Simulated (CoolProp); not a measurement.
Carbonyl sulfide along the isotherm 146.45 °C: fugacity coefficient from the reference equation and from simpler models built on Tc = 105.6 °C, pc = 63.69 bar, ω = 0.098; each cubic takes its own stable root.

Computed with CoolProp (reference Helmholtz-energy equation of state, Lemmon 2006). It is a short technical equation, of lower accuracy than the large ones.

```json
[
 {"p (bar)": "2.89", "phase": "gas", "reference": "0.9890"},
 {"p (bar)": "5.79", "phase": "gas", "reference": "0.9780"},
 {"p (bar)": "8.68", "phase": "gas", "reference": "0.9671"},
 {"p (bar)": "11.6", "phase": "gas", "reference": "0.9561"},
 {"p (bar)": "14.5", "phase": "gas", "reference": "0.9452"},
 {"p (bar)": "17.4", "phase": "gas", "reference": "0.9344"},
 {"p (bar)": "20.3", "phase": "gas", "reference": "0.9236"},
 {"p (bar)": "23.2", "phase": "gas", "reference": "0.9128"},
 {"p (bar)": "26.1", "phase": "gas", "reference": "0.9021"},
 {"p (bar)": "28.9", "phase": "gas", "reference": "0.8918"},
 {"p (bar)": "31.8", "phase": "gas", "reference": "0.8811"}
]
```

Q: How far does each simpler model (van der Waals, Soave-Redlich-Kwong, Peng-Robinson) lie from the reference over these 11 states: mean and median of the absolute difference, and the worst?

A: 
- van der Waals: mean 0.3 %, median 0.3 %, worst +0.6 % at 146.45 °C and 31.8 bar
- Soave-Redlich-Kwong: mean 0.1 %, median 0.1 %, worst -0.1 % at 146.45 °C and 28.9 bar
- Peng-Robinson: mean 1.0 %, median 1.0 %, worst -1.8 % at 146.45 °C and 31.8 bar
